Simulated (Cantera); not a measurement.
Cantera run, input and output.

```python
import numpy as np
import cantera as ct

gas = ct.Solution("gri30.yaml")
gas.TP = 300, 51000
flame = ct.CounterflowDiffusionFlame(gas, width=0.02)
flame.fuel_inlet.X, flame.fuel_inlet.T = {'CH4': 1, 'N2': 0.29}, 523
flame.oxidizer_inlet.X, flame.oxidizer_inlet.T = {'O2': 0.23, 'N2': 0.77}, 448
flame.set_refine_criteria(ratio=3, slope=0.12, curve=0.24, prune=0.03)
show = ['OH', 'H', 'NO', 'CO', 'C2H2']

rows = []
print(f"{'mdot':>8s}{'a_max':>10s}{'a_mean':>10s}{'Tmax/K':>9s}" + "".join(f"{s:>11s}" for s in show) + "   (peak mole fractions)")
for i, mdot in enumerate([0.13, 0.17, 0.23, 0.31, 0.42, 0.57, 0.76, 1]):  # kg/m2/s on the oxidiser side
    flame.oxidizer_inlet.mdot, flame.fuel_inlet.mdot = mdot, 0.69 * mdot
    flame.solve(loglevel=0, auto=(i == 0))
    if flame.T.max() < max(523, 448) + 100:
        print(f"{mdot:8.3g}  no burning solution found from the previous one")
        break
    dT = np.abs(np.gradient(flame.T, flame.grid))
    rows.append([flame.strain_rate("max"), flame.strain_rate("mean"), flame.T.max(),
                 *(flame.X[gas.species_index(s)].max() for s in show), max(dT[0], dT[-1]) / dT.max()])
    print(f"{mdot:8.3g}{rows[-1][0]:10.1f}{rows[-1][1]:10.1f}{rows[-1][2]:9.1f}" + "".join(f"{x:11.3e}" for x in rows[-1][3:-1]))
```

It prints:

```
    mdot     a_max    a_mean   Tmax/K         OH          H         NO         CO       C2H2   (peak mole fractions)
    0.13     174.8      36.8   2093.7  9.434e-03  6.217e-03  2.669e-04  6.261e-02  1.332e-02
    0.17     219.8      48.2   2080.1  9.254e-03  6.369e-03  2.455e-04  6.175e-02  1.278e-02
    0.23     287.0      65.1   2068.6  9.134e-03  6.576e-03  2.225e-04  6.120e-02  1.228e-02
    0.31     374.4      87.8   2055.2  8.952e-03  6.741e-03  1.968e-04  6.070e-02  1.171e-02
    0.42     491.9     119.0   2039.2  8.696e-03  6.860e-03  1.684e-04  6.037e-02  1.102e-02
    0.57     649.4     161.5   2022.1  8.391e-03  6.928e-03  1.391e-04  6.027e-02  1.025e-02
    0.76     844.8     215.3   2001.4  7.986e-03  6.875e-03  1.100e-04  6.029e-02  9.255e-03
       1    1086.9     283.2   1977.3  7.482e-03  6.694e-03  8.235e-05  6.051e-02  8.091e-03
```

Model: GRI-Mech 3.0 (53 species, 325 reactions), integrated in Cantera. GRI-Mech 3.0 has no aromatics or soot, which form on the fuel side of real flames. The maximum strain rate includes the flame's own expansion and is several times the mean.
